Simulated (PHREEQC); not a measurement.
1 kg of water holding 0.45 mol/kgw Na2SO4 and 0.01 mol/kgw NaHCO3 is evaporated at 20 °C; the solids stay in contact with the brine. CO2 is held at log p = -3.4 (atm). Solids allowed: Burkeite, Mirabilite, Nahcolite, Natron, Thenardite, Trona. Others were left out.

Base run: PHREEQC, Pitzer model, pitzer.dat. Each further column changes one thing. The table gives C in solution (mol/kgw).

```
H2O removed (mol)     base  temperature from 20 to 5 °C  temperature from 20 to 25 °C
-----------------  -------  ---------------------------  ----------------------------
0                  0.00898                      0.00934                       0.00887
9.886               0.0108                       0.0114                    (withheld)
18.01               0.0129                       0.0140                        0.0127
24.69               0.0154                       0.0173                        0.0151
30.18               0.0184                       0.0214                        0.0181
34.69               0.0219                       0.0268                        0.0216
38.4                0.0267                       0.0338                        0.0258
41.44               0.0341                       0.0433                        0.0310
43.95               0.0447                       0.0567                        0.0390
46.01               0.0608                       0.0771                        0.0531
47.7                0.0879                        0.111                        0.0767
49.09                0.144                   (withheld)                    (withheld)
50.23                0.331                        0.415                         0.287
```

**Question.** Some entries are withheld; supply them.

**Answer.** 
- 9.886, temperature from 20 to 25 °C: 0.0106
- 49.09, temperature from 20 to 5 °C: 0.182
- 49.09, temperature from 20 to 25 °C: 0.125

 Constants without temperature data keep their 25 °C values here.
